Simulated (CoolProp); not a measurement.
Computed with CoolProp (reference Helmholtz-energy equation of state, Lemmon 2006). It is a short technical equation, of lower accuracy than the large ones.

Q: For carbon monoxide, give the phase and the cp (kJ/(kg K)), cv (kJ/(kg K)), Joule-Thomson coefficient (K/MPa) at -35.75 °C and 5 MPa; 68.15 °C and 5 MPa.

A: 
- -35.75 °C and 5 MPa: supercritical; cp 1.21, cv 0.765, Joule-Thomson coefficient 3.22
- 68.15 °C and 5 MPa: supercritical; cp 1.11, cv 0.755, Joule-Thomson coefficient 1.51
